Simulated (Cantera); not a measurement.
A Cantera script and what it prints.

```python
import numpy as np
import cantera as ct

gas_names = """
    AL ALCL ALCL2 ALCL3 ALH ALN AL2 AL2CL6 CL CL2 H HCL H2 N NH NH2 NH3 N2 N2H2 N2H4
""".split()
cond_names = """
    AL(cr) AL(L) ALCL3(s) ALCL3(L) ALN(s) NH4CL(a) NH4CL(b)
""".split()


# ... load() reads the species with a 1 bar reference pressure and builds the phases ...
atoms = {
    'Al': {'AL': 1},
    'HCl': {'H': 1, 'CL': 1},
    'N2': {'N': 2},
}
top_T = {'ALN(s)': 2750}  # K; cautious upper limits of use, not melting points


# ... equilibrate(T, P, feed) seeds the gas with the atoms and calls Mixture.equilibrate('TP', solver="vcs", rtol=1e-11, max_steps=5000) ...
results = []
feed = {'Al': 1, 'HCl': 1.6, 'N2': 0.55}  # mol
P = 1333.22  # Pa
for T in [498, 548, 598, 648, 698, 748, 798, 848, 898, 948, 998, 1048, 1098, 1148]:
    mix = equilibrate(T, P, feed)
    results.append((T, P, feed, dict(zip(mix.species_names, mix.species_moles))))
    x = sorted(zip(gas.X, gas.species_names), reverse=True)
    print(f"T = {T:g} K  P = {P:g} Pa  gas = {mix.phase_moles(0):.4g} mol")
    print("   x: " + "  ".join(f"{s} {v:.3e}" for v, s in x if v > 0.001))
    print("   condensed (mol): " + ("  ".join(f"{mix.phase(i).name} {mix.phase_moles(i):.4g}"
          for i in range(1, mix.n_phases) if mix.phase_moles(i) > 1e-12) or "none"))
```

It prints:

```
T = 498 K  P = 1333.22 Pa  gas = 1.408 mol
   x: H2 5.235e-01  N2 2.100e-01  AL2CL6 1.710e-01  HCL 8.692e-02  ALCL3 7.781e-03
   condensed (mol): ALN(s) 0.5075
T = 548 K  P = 1333.22 Pa  gas = 1.432 mol
   x: H2 4.992e-01  N2 2.013e-01  AL2CL6 1.523e-01  HCL 1.184e-01  ALCL3 2.847e-02
   condensed (mol): ALN(s) 0.5232
T = 598 K  P = 1333.22 Pa  gas = 1.476 mol
   x: H2 4.688e-01  N2 1.902e-01  HCL 1.462e-01  AL2CL6 1.179e-01  ALCL3 7.684e-02
   condensed (mol): ALN(s) 0.5386
T = 648 K  P = 1333.22 Pa  gas = 1.542 mol
   x: H2 4.369e-01  N2 1.781e-01  HCL 1.635e-01  ALCL3 1.516e-01  AL2CL6 6.985e-02
   condensed (mol): ALN(s) 0.5507
T = 698 K  P = 1333.22 Pa  gas = 1.603 mol
   x: H2 4.150e-01  ALCL3 2.183e-01  N2 1.695e-01  HCL 1.680e-01  AL2CL6 2.917e-02
   condensed (mol): ALN(s) 0.5565
T = 748 K  P = 1333.22 Pa  gas = 1.634 mol
   x: H2 4.071e-01  ALCL3 2.518e-01  N2 1.663e-01  HCL 1.650e-01  AL2CL6 9.779e-03
   condensed (mol): ALN(s) 0.5565
T = 798 K  P = 1333.22 Pa  gas = 1.645 mol
   x: H2 4.065e-01  ALCL3 2.645e-01  N2 1.659e-01  HCL 1.599e-01  AL2CL6 3.257e-03
   condensed (mol): ALN(s) 0.5543
T = 848 K  P = 1333.22 Pa  gas = 1.648 mol
   x: H2 4.081e-01  ALCL3 2.697e-01  N2 1.664e-01  HCL 1.547e-01  AL2CL6 1.186e-03
   condensed (mol): ALN(s) 0.5517
T = 898 K  P = 1333.22 Pa  gas = 1.649 mol
   x: H2 4.101e-01  ALCL3 2.724e-01  N2 1.670e-01  HCL 1.500e-01
   condensed (mol): ALN(s) 0.5491
T = 948 K  P = 1333.22 Pa  gas = 1.65 mol
   x: H2 4.121e-01  ALCL3 2.743e-01  N2 1.677e-01  HCL 1.458e-01
   condensed (mol): ALN(s) 0.5468
T = 998 K  P = 1333.22 Pa  gas = 1.65 mol
   x: H2 4.139e-01  ALCL3 2.757e-01  N2 1.683e-01  HCL 1.421e-01
   condensed (mol): ALN(s) 0.5448
T = 1048 K  P = 1333.22 Pa  gas = 1.65 mol
   x: H2 4.155e-01  ALCL3 2.769e-01  N2 1.688e-01  HCL 1.387e-01
   condensed (mol): ALN(s) 0.543
T = 1098 K  P = 1333.22 Pa  gas = 1.65 mol
   x: H2 4.170e-01  ALCL3 2.779e-01  N2 1.693e-01  HCL 1.358e-01
   condensed (mol): ALN(s) 0.5413
T = 1148 K  P = 1333.22 Pa  gas = 1.65 mol
   x: H2 4.182e-01  ALCL3 2.787e-01  N2 1.697e-01  HCL 1.331e-01
   condensed (mol): ALN(s) 0.5398
```

Cantera equilibrium calculation (NASA polynomials, part measured and part estimated; ideal gas, pure solids and liquids). The tables' values for AlCl2 are old estimates; treat these amounts as uncertain.
